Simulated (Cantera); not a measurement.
What does this Cantera script print?

```python
import numpy as np
import cantera as ct

gas_names = """
    Hg N NO NO2 NO3 N2 N2O O O2 O3
""".split()
cond_names = """
    Hg(cr) Hg(L) HgO(s)
""".split()


def load(file, names, dense=False):
    # The tables refer to 1 bar. Condensed volumes are neglected.
    table = {s.name: s for s in ct.Species.list_from_file(file)}
    out = []
    for n in names:
        d = dict(table[n].input_data)
        d["thermo"] = dict(d["thermo"], **{"reference-pressure": 1e5})
        if dense:
            d["equation-of-state"] = {"model": "constant-volume", "density": "1e6 g/cm^3"}
        out.append(ct.Species.from_dict(d))
    return out


gas = ct.Solution(thermo="ideal-gas", species=load("nasa_gas.yaml", gas_names))
cond = {s.name: ct.Solution(thermo="fixed-stoichiometry", species=[s], name=s.name)
        for s in load("nasa_condensed.yaml", cond_names, dense=True)}
atoms = {
    'HgO': {'Hg': 1, 'O': 1},
    'N2': {'N': 2},
}
top_T = {}  # K; cautious upper limits of use, not melting points


def equilibrate(T, P, feed):
    n = {}
    for name, mol in feed.items():
        for a, k in atoms[name].items():
            n[a] = n.get(a, 0.0) + k * mol
    gas.TPX = T, P, n
    mass = sum(n.values()) * gas.mean_molecular_weight
    gas.equilibrate("TP")
    valid = [c for c in cond.values() if c.min_temp <= T <= top_T.get(c.name, c.max_temp)]
    mix = ct.Mixture([(gas, mass / gas.mean_molecular_weight)] + [(c, 0.0) for c in valid])
    mix.T, mix.P = T, P
    mix.equilibrate("TP", solver="vcs", rtol=1e-11, max_steps=5000)
    return mix


results = []
T = 598  # K
P = 43  # Pa
for m in [1.8, 4.3, 6.8, 9.4, 12, 14, 17, 19, 22]:
    feed = {'HgO': 1, 'N2': m}  # mol
    mix = equilibrate(T, P, feed)
    results.append((T, P, feed, dict(zip(mix.species_names, mix.species_moles))))

top = {s: max(r[3][s] / sum(r[3][g] for g in gas_names) for r in results) for s in gas_names}
cols = sorted((s for s in top if top[s] > 1e-05), key=lambda s: -top[s])[:5]
seen = [c for c in cond_names if any(r[3].get(c, 0) > 1e-12 for r in results)]
print("log10 of partial pressures in bar; condensed amounts in mol")
print(f"{'n(N2)':>10s}" + "".join(f"{s[:9]:>10s}" for s in cols + seen))
for T, P, feed, n in results:
    ng = sum(n[g] for g in gas_names)
    print(f"{feed['N2']:10.4g}" + "".join(f"{np.log10(max(n[s] / ng * P / 1e5, 1e-99)):10.3f}" for s in cols)
          + "".join(f"{n.get(c, 0):10.4g}" for c in seen))
```

Output:

```
log10 of partial pressures in bar; condensed amounts in mol
     n(N2)        N2        Hg        O2
       1.8    -3.630    -3.885    -4.186
       4.3    -3.496    -4.130    -4.431
       6.8    -3.453    -4.286    -4.587
       9.4    -3.431    -4.404    -4.705
        12    -3.418    -4.497    -4.798
        14    -3.411    -4.557    -4.858
        17    -3.403    -4.634    -4.935
        19    -3.400    -4.678    -4.979
        22    -3.395    -4.738    -5.039
```

Equilibrium computed with Cantera from the NASA thermochemical tables; the gas is ideal and each condensed phase is pure.
